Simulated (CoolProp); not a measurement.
Vapour pressure (MPa) of ammonia: the reference equation beside estimates from Tc = 132.4 °C, pc = 11.36 MPa, ω = 0.256.

The numbers come from the reference Helmholtz-energy equation of state, Gao 2020 in CoolProp.

```tsv
T (°C)	reference	Lee-Kesler	Soave-Redlich-Kwong	Peng-Robinson
42.05	1.645	1.660	1.665	1.645
48.95	1.978	1.997	2.006	1.981
55.85	2.360	2.382	2.396	2.365
62.75	2.794	2.818	2.840	2.803
69.65	3.286	3.311	3.342	…
76.55	3.840	3.865	3.907	3.857
83.55	4.470	4.494	4.549	4.494
90.45	5.164	…	5.254	5.194
97.35	5.936	5.956	…	5.974
104.25	6.793	…	…	6.838
```

Q: Complete the blanks.

A: 
- 69.65, Peng-Robinson: 3.298
- 90.45, Lee-Kesler: 5.186
- 97.35, Soave-Redlich-Kwong: 6.035
- 104.25, Lee-Kesler: 6.810
- 104.25, Soave-Redlich-Kwong: 6.898

Absolute difference from the reference over all 10 rows, mean and median: Lee-Kesler 0.7 and 0.7 %, Soave-Redlich-Kwong 1.6 and 1.7 %, Peng-Robinson 0.4 and 0.4 %.
